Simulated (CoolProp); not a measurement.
A single-stage vapour-compression cycle with R404A: evaporating at 254.15 K (dew point), condensing at 295.15 K (bubble point), superheat 0 K, subcooling 2 K, compressor efficiency 0.9, no pressure losses. Each further row changes one setting.

Computed with CoolProp (reference Helmholtz-energy equation of state, Lemmon 2003). It is a pseudo-pure fit of the blend.

```csv
case,cooling COP,pressure ratio,discharge temperature (K),refrigerating effect (kJ/kg),volumetric capacity (kJ/m³)
as stated,4.36,3.72,303.5,127,2030
evaporating temperature 259.15 K,…,3.10,302.3,130,2480
condensing temperature 290.15 K,5.15,3.24,…,134,2150
subcooling 7 K,4.61,3.72,303.5,134,2150
superheat 10 K,4.40,3.72,313.1,136,2060
compressor efficiency 0.8,…,3.72,306.7,127,2030
```

Some entries are withheld; supply them.


- evaporating temperature 259.15 K, cooling COP: 5.19
- condensing temperature 290.15 K, discharge temperature (K): 297.8
- compressor efficiency 0.8, cooling COP: 3.87
